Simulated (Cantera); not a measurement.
## Equilibrium for chlorosilane synthesis and conversion: Si + HCl + H2

A closed system holds: 1 mol Si, 1.7 mol HCl, 18 mol H2, at 0.133 bar.

Equilibrium computed with Cantera from the NASA thermochemical tables; the gas is ideal and each condensed phase is pure. Candidate condensed phases: Si; 19 gas species. The tables' values for SiCl3 are old estimates; treat these amounts as uncertain. Equilibrium is a limit: real reactors are often held back by kinetics, nucleation or transport.

From 698 K to 1298 K the condensed part is Si(s). The main Si-bearing gas is SiCl4 at 698 K and SiCl2 at 1298 K. The share of Si in condensed phases is highest at 1298 K (73.5 %) and lowest at 698 K (52.7 %).

```csv
T (K),x H2,x HCl,x SiCl4,x SiHCl3,n Si(s)
698,0.975,0.000303,0.0148,0.00941,0.527
748,0.975,0.000690,0.0148,0.00919,0.530
798,0.974,0.00142,0.0148,0.00896,0.534
848,0.974,0.00266,0.0146,0.00870,0.541
898,0.972,0.00462,0.0143,0.00838,0.552
948,0.970,0.00754,0.0138,0.00798,0.567
998,0.967,0.0116,0.0129,0.00746,0.586
1048,0.963,0.0169,0.0117,0.00681,0.611
1098,0.958,0.0235,0.0101,0.00598,0.640
1148,0.952,0.0310,0.00812,0.00500,0.670
1198,0.946,0.0388,0.00595,0.00390,0.697
1248,0.940,0.0460,0.00387,0.00278,0.720
1298,0.935,0.0517,0.00222,0.00181,0.735
```
x: gas mole fraction; n: condensed amount in mol.
